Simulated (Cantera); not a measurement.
A closed system holds: 1 mol C3H8, 19 mol H2, 3.8 mol N2, 1 mol CO2, equilibrated at 1150 K and 1.00 Torr.

Method: chemical equilibrium by Gibbs-energy minimisation in Cantera with the NASA 1993 tables (ideal gas, pure condensed phases). Candidate condensed phases: C, C6H6, C7H8, C8H18, H2O; 136 gas species. The numbers say what is thermodynamically allowed, not how fast it happens.

Base state: H2 0.799, N2 0.132, CO 0.0694, CH4 1.99e-5, HCN 1.36e-5 (mole fractions); condensed: C(graphite).

**Question.** What changes in the equilibrium state with this change: temperature from 1150 K to 550 K?

**Answer.** 
```
species            before     after
----------------  -------  --------
H2                  0.799     0.580
CH4               1.99e-5     0.171
N2                  0.132     0.165
H2O               3.47e-6    0.0804
CO                 0.0694  0.000395
HCN               1.36e-5     <1e-9
CO2               2.54e-7   0.00316
NH3               8.43e-8   2.53e-5
C(graphite), mol     2.00         0
```
